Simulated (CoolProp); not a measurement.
A single-stage vapour-compression cycle with the fluid: evaporating at 216.15 K (dew point), condensing at 286.15 K (bubble point), superheat 10 K, subcooling 5 K, compressor efficiency 0.7, no pressure losses. The same conditions are run with several fluids, on thermodynamics alone (safety and materials aside).

Computed with CoolProp (reference Helmholtz-energy equation of state of each fluid (carbonyl sulfide: Lemmon 2006; vinyl chloride: Thol 2022; nitrous oxide: Lemmon 2006; R404A: Lemmon 2003; R22: Kamei 1995; R407C: Lemmon 2003)). Blends and air are pseudo-pure fits.

```csv
fluid,cooling COP,pressure ratio,discharge temperature (K),refrigerating effect (kJ/kg),volumetric capacity (kJ/m³)
carbonyl sulfide,1.64,12.9,437.8,240,570
vinyl chloride,1.69,24.1,425.1,301,113
nitrous oxide,1.38,8.80,416.6,217,2660
R404A,1.54,16.1,337.5,129,387
R22,1.65,16.8,394.3,176,366
R407C,1.44,25.5,379.5,173,269
```
